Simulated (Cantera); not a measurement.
Equilibrium for silicon epitaxy and polysilicon growth: Si2H6 + Cl2 + N2

Input: 1 mol Si2H6, 0.6 mol Cl2, a varied amount of N2, at 1773.15 K and 0.100 bar.

These are equilibrium values from Cantera (NASA tables, ideal gas, pure condensed phases), not measurements of a reactor. Candidate condensed phases: NH4Cl, Si, Si3N4; 28 gas species. The feed counts by its element totals alone. The tables' values for SiCl3, SiCl are old estimates; treat these amounts as uncertain. The numbers say what is thermodynamically allowed, not how fast it happens.

From 3.3 mol N2 to 100 mol N2 the condensed part is Si3N4(s). The main Si-bearing gas is SiCl2 throughout.

```
n(N2) (mol)   x N2    x H2    x HCl  x SiCl2   x SiCl3       x H      x Cl  x SiCl4  n Si3N4(s)
-----------  -----  ------  -------  -------  --------  --------  --------  -------  ----------
3.3          0.370   0.458    0.134   0.0359   0.00128  0.000610  0.000137  7.73e-5       0.596
4.5          0.478   0.377    0.116   0.0275  0.000932  0.000553  0.000131  5.37e-5       0.601
6.2          0.581   0.301   0.0959   0.0207  0.000652  0.000494  0.000121  3.48e-5       0.605
8.5          0.669   0.237   0.0774   0.0156  0.000447  0.000438  0.000110  2.17e-5       0.608
12           0.750   0.179   0.0596   0.0114  0.000289  0.000381   9.76e-5  1.25e-5       0.610
16           0.804   0.139   0.0471  0.00871  0.000198  0.000336   8.74e-5  7.63e-6       0.612
22           0.852   0.105   0.0359  0.00644  0.000128  0.000292   7.66e-5  4.33e-6       0.613
29           0.885  0.0815   0.0280  0.00494   8.72e-5  0.000257   6.79e-5  2.62e-6       0.614
40           0.915  0.0603   0.0208  0.00362   5.52e-5  0.000221   5.88e-5  1.43e-6       0.615
55           0.937  0.0445   0.0154  0.00265   3.49e-5  0.000190   5.07e-5  7.82e-7       0.615
75           0.953  0.0329   0.0115  0.00195   2.22e-5  0.000164   4.38e-5  4.30e-7       0.615
100          0.965  0.0249  0.00869  0.00147   1.46e-5  0.000142   3.81e-5  2.45e-7       0.616
```
x: gas mole fraction; n: condensed amount in mol.
